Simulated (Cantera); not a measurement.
Input: 1 mol Si3N4, 0.099 mol O2, 28 mol H2, held at 13.3 mbar.

These are equilibrium values from Cantera (NASA tables, ideal gas, pure condensed phases), not measurements of a reactor. Candidate condensed phases: H2O, Si, SiO2, Si2N2O, Si3N4; 35 gas species. Gases not in the tables: Si2H6 and higher silanes. The numbers say what is thermodynamically allowed, not how fast it happens.

### Question
What share of the Si ends up in condensed phases as a function of T (°C), at 1500, 1550, 1600, 1650, 1700, 1750, 1800, 1850?

### Answer
| T (°C) | Si condensed (%) | as |
|---|---|---|
| 1500 | 93.2 | Si(l) |
| 1550 | 93.0 | Si(l) |
| 1600 | 92.6 | Si(l) |
| 1650 | 91.9 | Si(l) |
| 1700 | 90.6 | Si(l) |
| 1750 | 88.4 | Si(l) |
| 1800 | 84.7 | Si(l) |
| 1850 | 78.5 | Si(l) |
